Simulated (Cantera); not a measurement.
Equilibrium for calcination and drying: CaCO3 + H2O + CO2

A closed system holds: 1 mol CaCO3, 2.6 mol H2O, 0.04 mol CO2, equilibrated at 0.270 bar.

Cantera equilibrium calculation (NASA polynomials, part measured and part estimated; ideal gas, pure solids and liquids). Candidate condensed phases: C, C6H6, C7H8, C8H18, Ca, CaCO3, CaO, Ca(OH)2, H2O; 115 gas species. Kinetics and transport are ignored.

```tsv
T (K)	x H2O	x CO2	x CO	x O2	n CaO(s)
1475	0.714	0.286	0.000153	0.000144	1.000
1525	0.714	0.285	0.000256	0.000231	1.000
1575	0.714	0.285	0.000414	0.000358	1.000
1625	0.713	0.285	0.000649	0.000542	1.000
1675	0.713	0.284	0.000990	0.000799	1.000
1725	0.712	0.284	0.00147	0.00115	1.000
1775	0.711	0.283	0.00214	0.00163	1.000
1825	0.710	0.282	0.00303	0.00226	1.000
```
x: gas mole fraction; n: condensed amount in mol.

From 1475 K to 1825 K the condensed part is CaO(s). The main Ca-bearing gas is Ca(OH)2 throughout.
